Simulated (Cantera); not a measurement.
A closed system holds: 1 mol C2H5OH, 0.16 mol O2, 2.5 mol N2, held at 7.50 mbar.

These are equilibrium values from Cantera (NASA tables, ideal gas, pure condensed phases), not measurements of a reactor. Candidate condensed phases: C, C6H6, C7H8, C8H18, H2O; 136 gas species. Kinetics and transport are ignored.

x: gas mole fraction; n: condensed amount in mol.

```
T (K)   x H2   x N2   x CO       x H  x HCN     x HNC  x C2H2 (acetylene)  n C(graphite)
-----  -----  -----  -----  --------  -----  --------  ------------------  -------------
1500   0.440  0.366  0.194  0.000135      ?   7.16e-6             3.97e-6          0.677
1550   0.439  0.366  0.194  0.000241      ?   1.18e-5             7.05e-6          0.676
1600   0.439  0.366  0.194  0.000416      ?   1.88e-5             1.21e-5          0.674
1650   0.439  0.366  0.193  0.000695      ?   2.91e-5             2.00e-5          0.672
1700   0.438  0.366  0.193   0.00113      ?   4.39e-5             3.22e-5          0.669
1750   0.438  0.365  0.193   0.00178      ?   6.46e-5             5.03e-5          0.666
1800   0.437  0.365  0.193   0.00273      ?   9.30e-5             7.66e-5          0.662
1850   0.435  0.364  0.193   0.00410      ?  0.000131            0.000114          0.656
1900   0.433  0.363  0.193   0.00603      ?  0.000181            0.000165          0.650
1950   0.431  0.362  0.193   0.00869      ?  0.000247            0.000235          0.642
2000   0.428  0.361  0.192    0.0123      ?  0.000329            0.000329          0.633
```

**Question.** What belongs in the gaps?

**Answer.** 
- 1500, x HCN: 0.000424
- 1550, x HCN: 0.000596
- 1600, x HCN: 0.000821
- 1650, x HCN: 0.00111
- 1700, x HCN: 0.00147
- 1750, x HCN: 0.00191
- 1800, x HCN: 0.00245
- 1850, x HCN: 0.00310
- 1900, x HCN: 0.00387
- 1950, x HCN: 0.00476
- 2000, x HCN: 0.00580
